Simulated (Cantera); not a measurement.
A closed system holds: 1 mol Si2Cl6, 7.5 mol NH3, 11 mol H2, equilibrated at 1.33 mbar.

Equilibrium computed with Cantera from the NASA thermochemical tables; the gas is ideal and each condensed phase is pure. Candidate condensed phases: NH4Cl, Si, Si3N4; 28 gas species. The feed counts by its element totals alone. The tables' values for SiCl3 are old estimates; treat these amounts as uncertain. The numbers say what is thermodynamically allowed, not how fast it happens. All values below are at 1475 K.

Base state: H2 0.714, HCl 0.146, N2 0.107, SiCl2 0.0322, SiCl3 0.000595, H 0.000300, Cl 4.97e-5, SiCl4 3.74e-5 (mole fractions); condensed: Si3N4(s).

Task: What changes in the equilibrium state with this change: pressure from 1.33 mbar to 13.0 mbar?

Result: 
```csv
species,before,after
H2,0.714,0.704
HCl,0.146,0.186
N2,0.107,0.0958
SiCl2,0.0322,0.0125
SiCl4,3.74e-5,0.000234
SiHCl3,1.73e-5,8.39e-5
H,0.000300,9.55e-5
Cl,4.97e-5,2.04e-5
"Si3N4(s), mol",0.357,0.538
```
